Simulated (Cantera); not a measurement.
A closed system holds: 1 mol HCl, 0.036 mol O₂, at 1673 K and 18.0 Pa.

These are equilibrium values from Cantera (NASA tables, ideal gas, pure condensed phases), not measurements of a reactor. Candidate condensed phases: H₂O; 14 gas species. Kinetics and transport are ignored.

Base state: HCl 0.803, Cl 0.130, H₂O 0.0629, O₂ 0.00177, H₂ 0.00168, OH 0.000627, H 0.000348, Cl₂ 0.000110 (mole fractions); condensed: gas only.

Problem. What changes in the equilibrium state with this change: temperature from 1673 K to 900 K?

Solution. 
| species | before | after |
|---|---|---|
| HCl | 0.803 | 0.913 |
| H₂O | 0.0629 | 0.0339 |
| Cl₂ | 0.000110 | 0.0334 |
| Cl | 0.130 | 0.00101 |
| O₂ | 0.00177 | 0.0184 |
| H₂ | 0.00168 | <1e-9 |
| H | 0.000348 | <1e-9 |
| O | 0.000105 | <1e-9 |
| OH | 0.000627 | 3.58e-8 |

Problem. What changes in the equilibrium state with this change: O₂ from 0.036 to 0.029 mol?

Solution. 
```csv
species,before,after
HCl,0.803,0.831
Cl,0.130,0.112
H₂O,0.0629,0.0530
O₂,0.00177,0.000597
O,0.000105,6.09e-5
H₂,0.00168,0.00244
OH,0.000627,0.000438
```
